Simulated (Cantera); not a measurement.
# Thermodynamics of silicon etching in halogen gases, feed Si + F₂

Feed: 1 mol Si, 2.8 mol F₂, equilibrated at 9.75 Torr.

These are equilibrium values from Cantera (NASA tables, ideal gas, pure condensed phases), not measurements of a reactor. Candidate condensed phases: Si; 9 gas species. Equilibrium is a limit: real reactors are often held back by kinetics, nucleation or transport.

| T (K) | log p F | log p SiF₄ | log p F₂ |
|---|---|---|---|
| 573 | -5.30 | -2.14 | -2.24 |
| 673 | -4.21 | -2.14 | -2.24 |
| 773 | -3.40 | -2.15 | -2.26 |
| 873 | -2.80 | -2.17 | -2.33 |
| 973 | -2.40 | -2.21 | -2.54 |
| 1073 | -2.19 | -2.27 | -2.95 |
| 1173 | -2.12 | -2.29 | -3.50 |
log p: log10 of the partial pressure in bar; nothing condenses.

From 573 K to 1173 K nothing is condensed. The main Si-bearing gas is SiF₄ throughout.
